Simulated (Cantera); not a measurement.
A Cantera script and what it prints.

```python
import numpy as np
import cantera as ct

gas_names = """
    C CH CH2 CH3 CH2OH CH3O CH4 CH3OH CO CO2 COOH C2 C2H CHCO,ketyl C2H2,acetylene C2H2,vinylidene
    CH2CO,ketene C2H3,vinyl CH3CO,acetyl C2H4 C2H4O,ethylen CH3CHO,ethanal CH3COOH (HCOOH)2 C2H5 C2H6
    CH3OCH3 C2H5OH C2O C3 C3H3,propargyl C3H4,allene C3H4,propyne C3H4,cyclo- C3H5,allyl C3H6,propylene
    C3H6,cyclo- C3H6O C3H7,n-propyl C3H7,i-propyl C3H8 C3H8O,1propanol C3H8O,2propanol C3O2 C4 C4H2
    C4H4,1,3-cyclo- C4H6,butadiene C4H6,2-butyne C4H6,cyclo- C4H8,1-butene C4H8,cis2-buten
    C4H8,tr2-butene C4H8,isobutene C4H8,cyclo- (CH3COOH)2 C4H9,n-butyl C4H9,i-butyl C4H9,s-butyl
    C4H9,t-butyl C4H10,isobutane C4H10,n-butane C5 C5H6,1,3cyclo- C5H8,cyclo- C5H10,1-pentene
    C5H10,cyclo- C5H11,pentyl C5H11,t-pentyl C5H12,n-pentane C5H12,i-pentane CH3C(CH3)2CH3 C6H2
    C6H5,phenyl C6H5O,phenoxy C6H6 C6H5OH,phenol C6H10,cyclo- C6H12,1-hexene C6H12,cyclo- C6H13,n-hexyl
    C7H7,benzyl C7H8 C7H8O,cresol C7H14,1-heptene C7H15,n-heptyl C7H16,n-heptane C8H8,styrene
    C8H10,ethylbenz C8H16,1-octene C8H17,n-octyl C8H18,isooctane C8H18,n-octane C9H19,n-nonyl
    C10H8,naphthale C10H21,n-decyl C12H9,o-bipheny C12H10,bipheny H HCO HO2 H2 HCHO,formaldehy HCOOH H2O
    H2O2 O OH O2 O3 Ti TiO TiO2
""".split()
cond_names = """
    C(gr) C6H6(L) C7H8(L) C8H18(L),n-octa H2O(s) H2O(L) Ti(a) Ti(b) Ti(L) TiC(s) TiC(L) TiO(a) TiO(b)
    TiO(L) TiO2(ru) TiO2(L) Ti2O3(a) Ti2O3(b) Ti2O3(L) Ti3O5(a) Ti3O5(b) Ti3O5(L) Ti4O7(s) Ti4O7(L)
""".split()


def load(file, names, dense=False):
    # The tables refer to 1 bar. Condensed volumes are neglected.
    table = {s.name: s for s in ct.Species.list_from_file(file)}
    out = []
    for n in names:
        d = dict(table[n].input_data)
        d["thermo"] = dict(d["thermo"], **{"reference-pressure": 1e5})
        if dense:
            d["equation-of-state"] = {"model": "constant-volume", "density": "1e6 g/cm^3"}
        out.append(ct.Species.from_dict(d))
    return out


gas = ct.Solution(thermo="ideal-gas", species=load("nasa_gas.yaml", gas_names))
cond = {s.name: ct.Solution(thermo="fixed-stoichiometry", species=[s], name=s.name)
        for s in load("nasa_condensed.yaml", cond_names, dense=True)}
atoms = {
    'Ti(OiPr)4': {'Ti': 1, 'C': 12, 'H': 28, 'O': 4},
    'H2': {'H': 2},
    'CH4': {'C': 1, 'H': 4},
}
top_T = {'C(gr)': 4500}  # K; cautious upper limits of use, not melting points


def equilibrate(T, P, feed):
    n = {}
    for name, mol in feed.items():
        for a, k in atoms[name].items():
            n[a] = n.get(a, 0.0) + k * mol
    gas.TPX = T, P, n
    mass = sum(n.values()) * gas.mean_molecular_weight
    gas.equilibrate("TP")
    valid = [c for c in cond.values() if c.min_temp <= T <= top_T.get(c.name, c.max_temp)]
    mix = ct.Mixture([(gas, mass / gas.mean_molecular_weight)] + [(c, 0.0) for c in valid])
    mix.T, mix.P = T, P
    mix.equilibrate("TP", solver="vcs", rtol=1e-11, max_steps=5000)
    return mix


results = []
feed = {'Ti(OiPr)4': 1, 'H2': 3.4, 'CH4': 6.2}  # mol
T = 1000  # K
for P in [10, 28, 77, 220, 600, 1700, 4600, 13000, 36000, 100000]:
    mix = equilibrate(T, P, feed)
    results.append((T, P, feed, dict(zip(mix.species_names, mix.species_moles))))
    x = sorted(zip(gas.X, gas.species_names), reverse=True)
    print(f"T = {T:g} K  P = {P:g} Pa  gas = {mix.phase_moles(0):.4g} mol")
    print("   x: " + "  ".join(f"{s} {v:.3e}" for v, s in x if v > 1e-06))
    print("   condensed (mol): " + ("  ".join(f"{mix.phase(i).name} {mix.phase_moles(i):.4g}"
          for i in range(1, mix.n_phases) if mix.phase_moles(i) > 1e-12) or "none"))
```

It prints:

```
T = 1000 K  P = 10 Pa  gas = 32.3 mol
   x: H2 9.226e-01  CO 7.740e-02  CH4 8.128e-06  H2O 2.822e-06
   condensed (mol): C(gr) 15.7  Ti2O3(b) 0.5
T = 1000 K  P = 28 Pa  gas = 32.05 mol
   x: H2 9.298e-01  CO 7.020e-02  CH4 2.311e-05  H2O 7.223e-06
   condensed (mol): C(gr) 15.95  Ti4O7(s) 0.25
T = 1000 K  P = 77 Pa  gas = 32.05 mol
   x: H2 9.297e-01  CO 7.018e-02  CH4 6.355e-05  H2O 1.986e-05  CO2 2.152e-06
   condensed (mol): C(gr) 15.95  Ti4O7(s) 0.25
T = 1000 K  P = 220 Pa  gas = 32.04 mol
   x: H2 9.296e-01  CO 7.015e-02  CH4 1.815e-04  H2O 5.670e-05  CO2 6.142e-06
   condensed (mol): C(gr) 15.95  Ti4O7(s) 0.25
T = 1000 K  P = 600 Pa  gas = 31.78 mol
   x: H2 9.366e-01  CO 6.277e-02  CH4 5.025e-04  H2O 1.394e-04  CO2 1.341e-05
   condensed (mol): C(gr) 16.19  TiO2(ru) 1
T = 1000 K  P = 1700 Pa  gas = 31.74 mol
   x: H2 9.356e-01  CO 6.254e-02  CH4 1.421e-03  H2O 3.931e-04  CO2 3.772e-05
   condensed (mol): C(gr) 16.17  TiO2(ru) 1
T = 1000 K  P = 4600 Pa  gas = 31.64 mol
   x: H2 9.331e-01  CO 6.195e-02  CH4 3.824e-03  H2O 1.051e-03  CO2 1.002e-04
   condensed (mol): C(gr) 16.12  TiO2(ru) 1
T = 1000 K  P = 13000 Pa  gas = 31.37 mol
   x: H2 9.259e-01  CO 6.035e-02  CH4 1.064e-02  H2O 2.871e-03  CO2 2.686e-04
   condensed (mol): C(gr) 15.96  TiO2(ru) 1
T = 1000 K  P = 36000 Pa  gas = 30.69 mol
   x: H2 9.072e-01  CO 5.656e-02  CH4 2.829e-02  H2O 7.301e-03  CO2 6.534e-04
   condensed (mol): C(gr) 15.58  TiO2(ru) 1
T = 1000 K  P = 100000 Pa  gas = 29.2 mol
   x: H2 8.619e-01  CH4 7.094e-02  CO 4.905e-02  H2O 1.671e-02  CO2 1.365e-03  C2H6 1.030e-06
   condensed (mol): C(gr) 14.66  TiO2(ru) 1
```

Method: chemical equilibrium by Gibbs-energy minimisation in Cantera with the NASA 1993 tables (ideal gas, pure condensed phases). The feed counts by its element totals alone. Condensed phases not in the tables: Magnéli phases beyond Ti4O7. Gases not in the tables: TiO(OH)2.
